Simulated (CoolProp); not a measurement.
A simple Rankine cycle with n-perfluorohexane: condensing at 295.15 K, boiler at 0.671 MPa, turbine inlet 449 K, turbine efficiency 0.75, pump efficiency 0.7, no recuperator. Each further row changes one setting.

Model: reference Helmholtz-energy equation of state, Gao 2022, in CoolProp.

| case | thermal efficiency (%) | net work (kJ/kg) | heat in (kJ/kg) | turbine exit temperature (K) | volume ratio over the turbine |
|---|---|---|---|---|---|
| as stated | 10.5 | 24.0 | 229 | 418.3 | 28.4 |
| condensing temperature 287.15 K | 11.3 | 26.8 | 237 | 415.4 | 40.9 |
| boiler pressure 0.47 MPa | 9.5 | 21.9 | 231 | 422.7 | 19.0 |
| turbine efficiency 0.65 | 9.1 | 20.7 | 229 | 421.7 | 28.6 |
